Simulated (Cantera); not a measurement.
Cantera run:

```python
import numpy as np
import cantera as ct

gas_names = """
    H HNO HNO2 HNO3 HO2 H2 H2O H2O2 N NH NH2 NH3 NH2OH NO NO2 NO3 N2 N2H2 N2H4 N2O O OH O2 O3 V VN VO
    VO2
""".split()
cond_names = """
    H2O(s) H2O(L) V(cr) V(L) VN(s) VO(s) VO(L) V2O3(s) V2O3(L) V2O4(I) V2O4(II) V2O4(L) V2O5(s) V2O5(L)
""".split()


# ... load() reads the species with a 1 bar reference pressure and builds the phases ...
atoms = {
    'V2O3': {'V': 2, 'O': 3},
    'H2': {'H': 2},
    'N2': {'N': 2},
}
top_T = {'VN(s)': 2300}  # K; cautious upper limits of use, not melting points


# ... equilibrate(T, P, feed) seeds the gas with the atoms and calls Mixture.equilibrate('TP', solver="vcs", rtol=1e-11, max_steps=5000) ...
results = []
feed = {'V2O3': 1, 'H2': 2.1, 'N2': 1.2}  # mol
T = 2023  # K
for P in [10, 36, 130, 460, 1700, 6000, 22000, 77000, 280000, 1000000]:
    mix = equilibrate(T, P, feed)
    results.append((T, P, feed, dict(zip(mix.species_names, mix.species_moles))))

top = {s: max(r[3][s] / sum(r[3][g] for g in gas_names) for r in results) for s in gas_names}
cols = sorted((s for s in top if top[s] > 0.0001), key=lambda s: -top[s])[:9]
seen = [c for c in cond_names if any(r[3].get(c, 0) > 1e-12 for r in results)]
print("log10 of partial pressures in bar; condensed amounts in mol")
print(f"{'P/Pa':>10s}" + "".join(f"{s[:9]:>10s}" for s in cols + seen))
for T, P, feed, n in results:
    ng = sum(n[g] for g in gas_names)
    print(f"{P:10.4g}" + "".join(f"{np.log10(max(n[s] / ng * P / 1e5, 1e-99)):10.3f}" for s in cols)
          + "".join(f"{n.get(c, 0):10.4g}" for c in seen))
```

It prints:

```
log10 of partial pressures in bar; condensed amounts in mol
      P/Pa        H2        N2       VO2         H        VO       H2O         V        OH     VO(s)   V2O3(s)
        10    -4.409    -4.579    -4.729    -4.926    -5.559    -5.912    -7.410    -7.411    0.8348   0.09406
        36    -3.726    -3.927    -4.729    -4.584    -5.559    -5.229    -7.410    -7.070    0.2821      0.75
       130    -3.126    -3.342    -4.729    -4.285    -5.559    -4.629    -7.410    -6.770    0.1663    0.8885
       460    -2.561    -2.783    -4.729    -4.002    -5.559    -4.064    -7.410    -6.487    0.1377    0.9233
      1700    -1.986    -2.212    -4.729    -3.715    -5.559    -3.489    -7.410    -6.200    0.1301    0.9329
      6000    -1.435    -1.663    -4.729    -3.439    -5.559    -2.938    -7.410    -5.924    0.1283    0.9353
   2.2e+04    -0.869    -1.098    -4.729    -3.156    -5.559    -2.372    -7.410    -5.641    0.1279    0.9359
   7.7e+04    -0.324    -0.553    -4.729    -2.884    -5.559    -1.827    -7.410    -5.369    0.1278     0.936
   2.8e+05     0.237     0.008    -4.729    -2.603    -5.559    -1.266    -7.410    -5.088    0.1278    0.9361
     1e+06     0.790     0.561    -4.729    -2.326    -5.559    -0.713    -7.410    -4.812    0.1278    0.9361
```

Method: chemical equilibrium by Gibbs-energy minimisation in Cantera with the NASA 1993 tables (ideal gas, pure condensed phases). Mutual solubility and eutectic melting of coexisting phases are not modelled. VO: taken at fixed stoichiometry. Condensed phases not in the tables: the oxides between V2O3 and V2O5 other than VO2.
